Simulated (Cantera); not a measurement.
# Adiabatic ignition

An adiabatic, constant-volume homogeneous reactor starts with CH₄ : H₂ : O₂ : N₂ = 1 : 0.12 : 1.87 : 7.04 (molar parts), equivalence ratio 1.1, at 1798 K and 1.20 bar.

Detailed kinetics in Cantera: GRI-Mech 3.0 (53 species, 325 reactions). Above 3000 K some thermodynamic fits are extrapolated.

```tsv
t (s)	T (K)	P (bar)	x CH₄	x H₂	x O₂	x CH₂CO	x NO₂	x HCN
1.00e-6	1798	1.20	0.0997	0.0120	0.186	<1e-12	<1e-12	<1e-12
3.16e-6	1798	1.20	0.0996	0.0120	0.186	<1e-12	<1e-12	<1e-12
1.00e-5	1797	1.20	0.0995	0.0120	0.186	2.25e-10	<1e-12	<1e-12
3.16e-5	1799	1.20	0.0977	0.0121	0.185	2.99e-7	<1e-12	1.13e-11
0.000100	2984	2.15	<1e-12	0.0341	0.0206	<1e-12	3.03e-7	1.95e-9
0.000316	3019	2.17	<1e-12	0.0341	0.0174	<1e-12	2.29e-6	8.09e-9
0.00100	3015	2.16	<1e-12	0.0345	0.0166	<1e-12	2.92e-6	1.01e-8
0.00316	3015	2.16	<1e-12	0.0345	0.0166	<1e-12	2.93e-6	1.01e-8
0.0100	3015	2.16	<1e-12	0.0345	0.0166	<1e-12	2.93e-6	1.01e-8
0.0316	3015	2.16	<1e-12	0.0345	0.0166	<1e-12	2.93e-6	1.01e-8
0.100	3015	2.16	<1e-12	0.0345	0.0166	<1e-12	2.93e-6	1.01e-8
0.316	3015	2.16	<1e-12	0.0345	0.0166	<1e-12	2.93e-6	1.01e-8
1.00	3015	2.16	<1e-12	0.0345	0.0166	<1e-12	2.93e-6	1.01e-8
3.16	3015	2.16	<1e-12	0.0345	0.0166	<1e-12	2.93e-6	1.01e-8
10.0	3015	2.16	<1e-12	0.0345	0.0166	<1e-12	2.93e-6	1.01e-8
```
x: mole fraction; the columns are a selection and need not sum to one.

```json
{
 "time_of_steepest_temperature_rise": "74.5 µs",
 "temperature at 10.0 s": "3015 K",
 "equilibrium_temperature": "3015 K",
 "x(CH₄) at 10.0 s": "<1e-12 (gas-phase equilibrium <1e-12)",
 "x(H₂) at 10.0 s": "0.0345 (gas-phase equilibrium 0.0345)",
 "x(O₂) at 10.0 s": "0.0166 (gas-phase equilibrium 0.0166)"
}
```
